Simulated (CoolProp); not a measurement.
A simple Rankine cycle with water: condensing at 331.15 K, boiler at 0.185 MPa, turbine inlet 392.9 K, turbine efficiency 0.75, pump efficiency 0.7, no recuperator. Each further row changes one setting.

Computed with CoolProp (reference Helmholtz-energy equation of state, Wagner 2002).

| case | thermal efficiency (%) | net work (kJ/kg) | heat in (kJ/kg) | turbine exit temperature (K) | volume ratio over the turbine |
|---|---|---|---|---|---|
| as stated | ? | ? | 2460 | 331.1 | 8.11 |
| turbine inlet 412.9 K | 11.0 | ? | 2510 | 331.1 | 7.81 |
| condensing temperature 323.15 K | ? | 307 | 2500 | 323.2 | 11.5 |
| boiler pressure 0.13 MPa | ? | ? | 2470 | 331.1 | 5.78 |
| turbine efficiency 0.65 | 9.5 | 233 | 2460 | 331.1 | 8.25 |

### Question
Fill in the missing entries.

### Answer

- as stated, thermal efficiency (%): 10.9
- as stated, net work (kJ/kg): 269
- turbine inlet 412.9 K, net work (kJ/kg): 274
- condensing temperature 323.15 K, thermal efficiency (%): 12.3
- boiler pressure 0.13 MPa, thermal efficiency (%): 9.3
- boiler pressure 0.13 MPa, net work (kJ/kg): 230

The expansion ends wet for: as stated; turbine inlet 412.9 K; condensing temperature 323.15 K; boiler pressure 0.13 MPa; turbine efficiency 0.65.
